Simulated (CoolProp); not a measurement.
Dimethyl ether at 254.2 K and 0.103 MPa is throttled through a valve to 0.0438 MPa with no heat exchange. Each further row changes one setting.

The numbers come from the reference Helmholtz-energy equation of state, Wu 2011 in CoolProp.

```csv
case,temperature change (K),final density (kg/m³)
as stated,[?],0.979
outlet pressure 0.0131 MPa,[?],[?]
outlet pressure 0.0569 MPa,[?],[?]
```

Q: Fill in the missing entries.

A: 
- as stated, temperature change (K): -2.6
- outlet pressure 0.0131 MPa, temperature change (K): -4.1
- outlet pressure 0.0131 MPa, final density (kg/m³): 0.291
- outlet pressure 0.0569 MPa, temperature change (K): -2.1
- outlet pressure 0.0569 MPa, final density (kg/m³): 1.27
